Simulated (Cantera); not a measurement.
What does this Cantera script print?

```python
import numpy as np
import cantera as ct

gas_names = """
    AL ALC ALH ALN AL2 C CH CH2 CH3 CH4 CN C2 C2H C2H2,acetylene C2H2,vinylidene C2H3,vinyl CH3CN C2H4
    C2H5 C2H6 CCN CNC C2N2 C3 C3H3,propargyl C3H4,allene C3H4,propyne C3H4,cyclo- C3H5,allyl
    C3H6,propylene C3H6,cyclo- C3H7,n-propyl C3H7,i-propyl C3H8 C4 C4H2 C4H4,1,3-cyclo- C4H6,butadiene
    C4H6,2-butyne C4H6,cyclo- C4H8,1-butene C4H8,cis2-buten C4H8,tr2-butene C4H8,isobutene C4H8,cyclo-
    C4H9,n-butyl C4H9,i-butyl C4H9,s-butyl C4H9,t-butyl C4H10,isobutane C4H10,n-butane C4N2 C5
    C5H6,1,3cyclo- C5H8,cyclo- C5H10,1-pentene C5H10,cyclo- C5H11,pentyl C5H11,t-pentyl C5H12,n-pentane
    C5H12,i-pentane CH3C(CH3)2CH3 C6H2 C6H5,phenyl C6H6 C6H10,cyclo- C6H12,1-hexene C6H12,cyclo-
    C6H13,n-hexyl C7H7,benzyl C7H8 C7H14,1-heptene C7H15,n-heptyl C7H16,n-heptane C8H8,styrene
    C8H10,ethylbenz C8H16,1-octene C8H17,n-octyl C8H18,isooctane C8H18,n-octane C9H19,n-nonyl
    C10H8,naphthale C10H21,n-decyl C12H9,o-bipheny C12H10,bipheny H HCN HCCN HNC H2 N NH NH2 NH3 N2 N2H2
    N2H4
""".split()
cond_names = """
    AL(cr) AL(L) ALN(s) C(gr) C6H6(L) C7H8(L) C8H18(L),n-octa
""".split()


def load(file, names, dense=False):
    # The tables refer to 1 bar. Condensed volumes are neglected.
    table = {s.name: s for s in ct.Species.list_from_file(file)}
    out = []
    for n in names:
        d = dict(table[n].input_data)
        d["thermo"] = dict(d["thermo"], **{"reference-pressure": 1e5})
        if dense:
            d["equation-of-state"] = {"model": "constant-volume", "density": "1e6 g/cm^3"}
        out.append(ct.Species.from_dict(d))
    return out


gas = ct.Solution(thermo="ideal-gas", species=load("nasa_gas.yaml", gas_names))
cond = {s.name: ct.Solution(thermo="fixed-stoichiometry", species=[s], name=s.name)
        for s in load("nasa_condensed.yaml", cond_names, dense=True)}
atoms = {
    'Al(CH3)3': {'AL': 1, 'C': 3, 'H': 9},
    'N2': {'N': 2},
}
top_T = {'ALN(s)': 2750, 'C(gr)': 4500}  # K; cautious upper limits of use, not melting points


def equilibrate(T, P, feed):
    n = {}
    for name, mol in feed.items():
        for a, k in atoms[name].items():
            n[a] = n.get(a, 0.0) + k * mol
    gas.TPX = T, P, n
    mass = sum(n.values()) * gas.mean_molecular_weight
    gas.equilibrate("TP")
    valid = [c for c in cond.values() if c.min_temp <= T <= top_T.get(c.name, c.max_temp)]
    mix = ct.Mixture([(gas, mass / gas.mean_molecular_weight)] + [(c, 0.0) for c in valid])
    mix.T, mix.P = T, P
    mix.equilibrate("TP", solver="vcs", rtol=1e-11, max_steps=5000)
    return mix


results = []
feed = {'Al(CH3)3': 1, 'N2': 94}  # mol
T = 1998  # K
for P in [10, 37, 140, 520, 1900, 7200, 27000, 100000]:
    mix = equilibrate(T, P, feed)
    results.append((T, P, feed, dict(zip(mix.species_names, mix.species_moles))))

top = {s: max(r[3][s] / sum(r[3][g] for g in gas_names) for r in results) for s in gas_names}
cols = sorted((s for s in top if top[s] > 0.001), key=lambda s: -top[s])[:9]
seen = [c for c in cond_names if any(r[3].get(c, 0) > 1e-12 for r in results)]
print("log10 of partial pressures in bar; condensed amounts in mol")
print(f"{'P/Pa':>10s}" + "".join(f"{s[:9]:>10s}" for s in cols + seen))
for T, P, feed, n in results:
    ng = sum(n[g] for g in gas_names)
    print(f"{P:10.4g}" + "".join(f"{np.log10(max(n[s] / ng * P / 1e5, 1e-99)):10.3f}" for s in cols)
          + "".join(f"{n.get(c, 0):10.4g}" for c in seen))
```

Result:

```
log10 of partial pressures in bar; condensed amounts in mol
      P/Pa        N2        H2         H        AL       HCN    ALN(s)     C(gr)
        10    -4.031    -5.530    -5.560    -6.004    -6.615         0     2.731
        37    -3.461    -4.881    -5.235    -5.433    -6.005         0     2.709
       140    -2.881    -4.260    -4.925    -4.854    -5.405         0     2.696
       520    -2.310    -3.668    -4.629    -4.285    -4.824         0     2.689
      1900    -1.746    -3.093    -4.341    -3.831    -4.254    0.2231     2.685
      7200    -1.165    -2.503    -4.046    -4.122    -3.669    0.8954     2.684
   2.7e+04    -0.590    -1.926    -3.758    -4.409    -3.093    0.9854     2.683
     1e+05    -0.021    -1.355    -3.472    -4.694    -2.523    0.9979     2.682
```

Cantera equilibrium calculation (NASA polynomials, part measured and part estimated; ideal gas, pure solids and liquids). The feed counts by its element totals alone.
